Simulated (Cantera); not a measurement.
An isothermal, constant-pressure homogeneous reactor starts with 19.5 % CH4, 80.1 % H2O, 0.391 % N2, at 1873 K and 63000 Pa.

Computed with Cantera and GRI-Mech 3.0 (53 species, 325 reactions).

One state of this run: x CH4 = 0.0427; x H2O = 0.674; x CH2O = 3.25e-5; x CH2CO = 0.000161; x O = 4.52e-8. x: mole fraction; the columns are a selection and need not sum to one.

Q: Which value of t (s) does it belong to?
(A) 8.00
(B) 0.00181
(C) 0.242
(D) 0.000900

A: B, 0.00181
